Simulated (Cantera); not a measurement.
Feed: 1 mol PbO, 11 mol H₂, at 1250 K.

Cantera equilibrium calculation (NASA polynomials, part measured and part estimated; ideal gas, pure solids and liquids). Candidate condensed phases: H₂O, Pb, PbO, PbO₂, Pb₃O₄; 12 gas species. Rates play no part.

### Question
Which condensed phases are stable at each of these points (P (Pa)): 10, 68, 460, 3200, 22000, 150000, 1000000?

### Answer
```tsv
P (Pa)	condensed phases	Pb condensed (%)
10	gas only	0.0
68	gas only	0.0
460	gas only	0.0
3200	Pb(l)	52.0
22000	Pb(l)	93.3
150000	Pb(l)	99.0
1000000	Pb(l)	99.9
```

From 10.0 Pa to 4.60 mbar nothing is condensed. From 32.0 mbar to 10.0 bar the condensed part is Pb(l).
